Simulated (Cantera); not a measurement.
A closed system holds: 1 mol SF₆, a varied amount of H₂O, 8.5 mol O₂, held at 2725 K and 1 atm.

Equilibrium computed with Cantera from the NASA thermochemical tables; the gas is ideal and each condensed phase is pure. Candidate condensed phases: H₂O, H₂SO₄, S; 43 gas species. Kinetics and transport are ignored.

Question: At 5.6 mol H₂O, list the 6 most abundant gas species with their mole fractions, and the condensed phases.

Answer: O₂ 0.451, HF 0.313, H₂O 0.114, SO₂ 0.0509, OH 0.0356, O 0.0268. Condensed: gas only.
